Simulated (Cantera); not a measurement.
A closed system holds: 1 mol CH3F, 0.057 mol HCl, 0.64 mol H2, 0.014 mol CH4, held at 1.20 mbar.

Equilibrium computed with Cantera from the NASA thermochemical tables; the gas is ideal and each condensed phase is pure. Candidate condensed phases: C, C6H6, C7H8, C8H18; 118 gas species. Kinetics and transport are ignored.

Over these rows the condensed part is C(graphite). Partial pressures as log10 of bar:

| T (K) | 1000/T (1/K) | log p CH4 | log p H2 | log p HF | log p HCl |
|---|---|---|---|---|---|
| 948 | 1.0549 | -7.03 | -3.13 | -3.36 | -4.60 |
| 1048 | 0.9542 | -7.50 | -3.13 | -3.36 | -4.60 |
| 1148 | 0.8711 | -7.89 | -3.13 | -3.36 | -4.60 |
| 1248 | 0.8013 | -8.22 | -3.13 | -3.36 | -4.60 |
| 1348 | 0.7418 | -8.50 | -3.13 | -3.36 | -4.60 |
| 1448 | 0.6906 | ? | -3.13 | -3.36 | -4.60 |

Problem. Fit log p(CH4) = a + b·(1000/T) to the five rows, give the apparent enthalpy, and predict the row at 1448 K.

Solution. Means: 1000/T = 0.8847, log p = -7.828. Sxy = 0.288180, Sxx = 0.0613592, so b = 4.70 and a = -7.828 − (4.70)×0.8847 = -11.99.
Apparent enthalpy: −19.145 × (4.70) = -90 kJ/mol. With the condensed phases at unit activity, C(graphite) + 2 H2(g) = CH4(g) links this pressure to the main gases: over the six rows their terms move log p by +0.00 in all, so the slope is close to that reaction's ΔH°. The five rows lie within 0.01 of the line.
Prediction at 1448 K: -11.99 + (4.70)×0.6906 = -8.74. The computed value is -8.74, 0.00 from the line.
